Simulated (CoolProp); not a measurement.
Vapour-liquid equilibrium of R114 (1) + n-heptane (2) at 364.4 K; x and y are mole fractions of (1).

Model: multi-fluid Helmholtz-energy mixture model, Platzer 1990 and Span 2003; pair parameters Bell 2016, in CoolProp. This equation is an older, rougher fit; its heat capacities, sound speeds and derivatives of the liquid may be far off and weren't checked against measurements.

```tsv
x	bubble pressure (bar)	y at the bubble point	dew pressure at overall composition x (bar)	liquid density (mol/L)
0.05	1.525	0.473	0.8603	6.251
0.2	3.529	0.789	1.019	6.414
0.35	5.281	0.872	1.246	6.572
0.5	6.796	0.912	1.602	6.724
0.65	8.180	0.939	2.239	6.863
0.8	9.594	0.963	3.692	6.983
0.95	11.23	0.990	8.804	7.073
```

No azeotrope shows between x = 0.05 and 0.95.

Pair parameters are fitted to limited data, so mixtures are less certain than the pure fluids. The gap from Raoult's law changes sign with composition, which may be real or a fault of the pair parameters; it wasn't checked against measurements.
